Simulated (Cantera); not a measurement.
A closed system holds: 1 mol V₂O₃, 0.55 mol H₂, 4 mol N₂, at 2075 K and 9.90 bar.

Cantera equilibrium calculation (NASA polynomials, part measured and part estimated; ideal gas, pure solids and liquids). Mutual solubility and eutectic melting of coexisting phases are not modelled. VO: taken at fixed stoichiometry. Condensed phases not in the tables: the oxides between V₂O₃ and V₂O₅ other than VO₂. Equilibrium is a limit: real reactors are often held back by kinetics, nucleation or transport.

```tsv
species	before	after
N₂	0.879	0.880
H₂	0.116	0.116
NH₃	6.55e-6	0.00258
H₂O	0.00442	0.00105
H	0.000289	<1e-9
VO(l), mol	0.0403	0
V₂O₃(s), mol	0.980	0.998
VN(s), mol	0	0.00317
```
Gas species are given as mole fractions.

Task: What was changed between the two runs?
A. H₂ from 0.55 to 0.87 mol
B. pressure from 9.90 bar to 0.00140 bar
C. pressure from 9.90 bar to 0.0133 bar
D. temperature from 2075 K to 723.15 K

Result: D, temperature from 2075 K to 723.15 K. VN: taken at fixed stoichiometry. Condensed phases not in the tables: the oxides between V₂O₃ and V₂O₅ other than VO₂, V₂N
